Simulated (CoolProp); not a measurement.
Vapour-liquid equilibrium of R22 (1) + n-hexane (2) at 0.0631 bar; x and y are mole fractions of (1).

Computed with CoolProp (multi-fluid Helmholtz-energy mixture model, Kamei 1995 and Thol 2019; pair parameters Bell 2016).

Q: Give the bubble temperature and the first vapour's composition at x = 0.125, 0.35, 0.8. Is there an azeotrope?

A: x = 0.125: 204.7 K, y = 0.995; x = 0.35: 192.5 K, y = 0.999; x = 0.8: 188.5 K, y = 1.000. No azeotrope shows between x = 0.05 and 0.95.

Pair parameters are fitted to limited data, so mixtures are less certain than the pure fluids. With so large a gap from Raoult's law the liquid may split in two, which this calculation doesn't test in full.
